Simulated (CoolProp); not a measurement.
Vapour-liquid equilibrium of n-butane (1) + R113 (2) at 518 kPa; x and y are mole fractions of (1).

The numbers come from the multi-fluid Helmholtz-energy mixture model, Bücker 2006 and Marx 1992; pair parameters Bell 2016 in CoolProp.

Q: Give the bubble temperature and the first vapour's composition at x = 0.05, 0.125, 0.725. Is there an azeotrope?

A: x = 0.05: 375.0 K, y = 0.147; x = 0.125: 367.6 K, y = 0.324; x = 0.725: 333.6 K, y = 0.893. No azeotrope shows between x = 0.05 and 0.95.

The pair parameters rest on a limited set of measurements; away from them the model extrapolates.
